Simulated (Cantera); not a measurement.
Mixture: H₂ : O₂ : N₂ = 1 : 0.278 : 1.72 (molar parts), at 4200 Torr, adiabatic and at constant volume. Ignition delay is the time to a rise of 400 K.

Detailed kinetics in Cantera: the H2/O2 subset of GRI-Mech 3.0, which has no nitrogen chemistry. The hydrogen kinetics of GRI-Mech 3.0 are dated; newer H2 mechanisms differ, most at raised pressure. Where the delays flatten at high temperature, the 400 K rule measures the pace of heat release, not the induction time.

What does this change do: pressure from 4200 Torr to 8250 Torr?


```json
[
 {"quantity": "delay at 1223 K", "before": "16.4 µs", "after": "39.6 µs"},
 {"quantity": "delay at 1423 K", "before": "4.48 µs", "after": "2.58 µs"},
 {"quantity": "delay at 1623 K", "before": "2.38 µs", "after": "1.19 µs"},
 {"quantity": "delay at 1823 K", "before": "1.66 µs", "after": "0.754 µs"},
 {"quantity": "delay at 2023 K", "before": "1.43 µs", "after": "0.579 µs"}
]
```

What does this change do: H2 1 to 0.55 parts?


```tsv
quantity	before	after
delay at 1223 K	16.4 µs	15.6 µs
delay at 1423 K	4.48 µs	4.47 µs
delay at 1623 K	2.38 µs	2.45 µs
delay at 1823 K	1.66 µs	1.79 µs
delay at 2023 K	1.43 µs	1.61 µs
```
